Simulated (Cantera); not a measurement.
Mixture: 19.7 % H₂, 11.3 % O₂, 58.8 % N₂, 10.2 % H₂O, at 4.93 atm, adiabatic and at constant pressure. Ignition delay is the time to a rise of 400 K.

Computed with Cantera and the H2/O2 subset of GRI-Mech 3.0, which has no nitrogen chemistry. The hydrogen kinetics of GRI-Mech 3.0 are dated; newer H2 mechanisms differ, most at raised pressure.

**Question.** At T0 = 1250 K, what is the delay, and which 8 reactions control it most (d ln τ / d ln k, from doubling and halving each rate constant)?

**Answer.** The delay is 33.9 µs.
| reaction | d ln τ / d ln k | faster rate |
|---|---|---|
| H + O2 <=> O + OH | -2.19 | shortens it |
| H + O2 + H2O <=> HO2 + H2O | 1.39 | lengthens it |
| H + O2 + N2 <=> HO2 + N2 | 0.75 | lengthens it |
| H + O2 + M <=> HO2 + M | 0.43 | lengthens it |
| H + HO2 <=> 2 OH | -0.23 | shortens it |
| H2 + O <=> H + OH | -0.18 | shortens it |
| H + O2 + O2 <=> HO2 + O2 | 0.12 | lengthens it |
| H + H2O2 <=> H2 + HO2 | -0.10 | shortens it |
